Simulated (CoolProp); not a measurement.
The numbers come from the reference Helmholtz-energy equation of state, Span 1996 in CoolProp.

### Question
For carbon dioxide, give the phase and the speed of sound (m/s), viscosity (µPa s), conductivity (mW/(m K)) at 329.4 K and 0.101 MPa; 489.4 K and 0.101 MPa; 542.8 K and 0.101 MPa.

### Answer
- 329.4 K and 0.101 MPa: gas; speed of sound 281, viscosity 16.4, conductivity 19.1
- 489.4 K and 0.101 MPa: gas; speed of sound 337, viscosity 23.5, conductivity 32.0
- 542.8 K and 0.101 MPa: gas; speed of sound 354, viscosity 25.7, conductivity 36.4

Viscosity comes from a separate model (Laesecke 2017). Thermal conductivity comes from a separate model (Huber 2016).
